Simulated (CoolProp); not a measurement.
The numbers come from the reference Helmholtz-energy equation of state, Guder 2009 in CoolProp.

Task: Give the vapour pressure (kPa), liquid density (kg/m³), enthalpy of vaporisation (kJ/kg), vapour Z of saturated sulfur hexafluoride at 245.2, 257.3, 265.4 K.

Result: 
```tsv
T (K)	p (kPa)	liquid density (kg/m³)	enthalpy of vaporisation (kJ/kg)	vapour Z
245.2	529	1730	101	0.874
257.3	786	1660	94.2	0.834
265.4	1000	1610	89.3	0.802
```
